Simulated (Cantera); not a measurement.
An adiabatic, constant-volume homogeneous reactor starts with 22.9 % H₂, 16.1 % O₂, 60.7 % N₂, 0.275 % NO, at 1775 K and 73000 Pa.

Computed with Cantera and GRI-Mech 3.0 (53 species, 325 reactions).

x: mole fraction; the columns are a selection and need not sum to one.

```
t (s)     T (K)  P (bar)    x H₂    x O₂     x NO    x NO₂      x O    x HO₂
--------  -----  -------  ------  ------  -------  -------  -------  -------
3.00e-6    1775    0.730   0.229   0.161  0.00275  3.99e-7  1.80e-5        ?
9.72e-6    1875    0.769  0.0484  0.0688  0.00276  2.17e-7   0.0354        ?
3.15e-5    2298    0.917  0.0390  0.0558  0.00289  2.99e-7   0.0341        ?
0.000102   2823     1.09  0.0305  0.0499  0.00379  9.53e-7   0.0209        ?
0.000330   2917     1.12  0.0279  0.0471  0.00902  2.76e-6   0.0175  1.66e-5
0.00107    2911     1.11  0.0282  0.0443   0.0162  4.84e-6   0.0166  1.58e-5
0.00346    2910     1.11  0.0283  0.0438   0.0177  5.25e-6   0.0164  1.56e-5
0.0112     2910     1.11  0.0283  0.0438   0.0177  5.25e-6   0.0164  1.56e-5
0.0363     2910     1.11  0.0283  0.0438   0.0177  5.25e-6   0.0164  1.56e-5
0.118      2910     1.11  0.0283  0.0438   0.0177  5.25e-6   0.0164  1.56e-5
0.381      2910     1.11  0.0283  0.0438   0.0177  5.25e-6   0.0164  1.56e-5
1.23       2910     1.11  0.0283  0.0438   0.0177  5.25e-6   0.0164  1.56e-5
4.00       2910     1.11  0.0283  0.0438   0.0177  5.25e-6   0.0164  1.56e-5
```

Q: Fill in the missing entries.

A: 
- 3.00e-6, x HO₂: 7.87e-6
- 9.72e-6, x HO₂: 1.88e-5
- 3.15e-5, x HO₂: 1.08e-5
- 0.000102, x HO₂: 1.34e-5
